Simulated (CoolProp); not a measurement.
Vapour pressure (bar) of ethanol: the reference equation beside estimates from Tc = 241.6 °C, pc = 62.68 bar, ω = 0.644.

Model: reference Helmholtz-energy equation of state, Schroeder 2014, in CoolProp.

```json
[
 {"T (°C)": "89.15", "reference": "1.525", "Lee-Kesler": "1.533", "Redlich-Kwong": "5.742"},
 {"T (°C)": "96.45", "reference": "___", "Lee-Kesler": "___", "Redlich-Kwong": "6.772"},
 {"T (°C)": "103.75", "reference": "___", "Lee-Kesler": "___", "Redlich-Kwong": "7.927"},
 {"T (°C)": "110.95", "reference": "3.223", "Lee-Kesler": "3.235", "Redlich-Kwong": "9.196"},
 {"T (°C)": "118.25", "reference": "4.051", "Lee-Kesler": "4.058", "Redlich-Kwong": "10.62"},
 {"T (°C)": "125.45", "reference": "5.027", "Lee-Kesler": "5.022", "Redlich-Kwong": "12.18"},
 {"T (°C)": "132.75", "reference": "6.199", "Lee-Kesler": "6.174", "Redlich-Kwong": "13.91"},
 {"T (°C)": "140.05", "reference": "7.576", "Lee-Kesler": "___", "Redlich-Kwong": "15.80"}
]
```

Q: Some entries are withheld; supply them.

A: 
- 96.45, reference: 1.982
- 96.45, Lee-Kesler: 1.993
- 103.75, reference: 2.546
- 103.75, Lee-Kesler: 2.559
- 140.05, Lee-Kesler: 7.522

Absolute difference from the reference over all 8 rows, mean and median: Lee-Kesler 0.4 and 0.5 %, Redlich-Kwong 181.5 and 173.7 %.
